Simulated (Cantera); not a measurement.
Cantera run:

```python
import numpy as np
import cantera as ct

gas_names = [...]  # 151 gases of nasa_gas.yaml made of C, H, N, O, Si
cond_names = """
    C(gr) C6H6(L) C7H8(L) C8H18(L),n-octa H2O(s) H2O(L) Si(cr) Si(L) SiC(b) SiO2(Lqz) SiO2(hqz) SiO2(L)
    Si2N2O(s) Si3N4(a)
""".split()


# ... load() reads the species with a 1 bar reference pressure and builds the phases ...
atoms = {
    'Si3N4': {'Si': 3, 'N': 4},
    'CO2': {'C': 1, 'O': 2},
    'H2': {'H': 2},
}
top_T = {'C(gr)': 4500, 'SiC(b)': 3050, 'Si2N2O(s)': 2100, 'Si3N4(a)': 2400}  # K; cautious upper limits of use, not melting points


# ... equilibrate(T, P, feed) seeds the gas with the atoms and calls Mixture.equilibrate('TP', solver="vcs", rtol=1e-11, max_steps=5000) ...
results = []
feed = {'Si3N4': 1, 'CO2': 0.13, 'H2': 2.5}  # mol
T = 1498.15  # K
P = 120  # Pa
mix = equilibrate(T, P, feed)
results.append((T, P, feed, dict(zip(mix.species_names, mix.species_moles))))
x = sorted(zip(gas.X, gas.species_names), reverse=True)
print(f"T = {T:g} K  P = {P:g} Pa  gas = {mix.phase_moles(0):.4g} mol")
print("   x: " + "  ".join(f"{s} {v:.3e}" for v, s in x if v > 0.0001))
print("   condensed (mol): " + ("  ".join(f"{mix.phase(i).name} {mix.phase_moles(i):.4g}"
      for i in range(1, mix.n_phases) if mix.phase_moles(i) > 1e-12) or "none"))
```

Result:

```
T = 1498.15 K  P = 120 Pa  gas = 2.676 mol
   x: H2 9.340e-01  N2 6.493e-02  SiO 5.772e-04  H 4.803e-04
   condensed (mol): SiC(b) 0.1299  Si2N2O(s) 0.2584  Si3N4(a) 0.7839
```

Equilibrium computed with Cantera from the NASA thermochemical tables; the gas is ideal and each condensed phase is pure. Mutual solubility and eutectic melting of coexisting phases are not modelled.
